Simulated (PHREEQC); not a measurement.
A solution holds 0.001 mol LiOH and 0.00016 mol CO2 per kg of water, at 20 °C. Closed to the air; pH follows from the charge balance.

All values are PHREEQC results (Pitzer model, pitzer.dat), not measurements.

| quantity | before | after |
|---|---|---|
| pH | 11.00 | 11.15 |
| ionic strength (mol/kgw) | 0.00113 | 0.00100 |

What was changed between the two runs?
A) CO2 from 0.00016 to 0.000144 mol/kgw
B) CO2 left out
C) temperature from 20 to 75 °C
D) LiOH from 0.001 to 0.0015 mol/kgw
E) LiOH replaced by LiBr at the same molality

B, CO2 left out

This is a speciation only: nothing precipitates in the calculation.
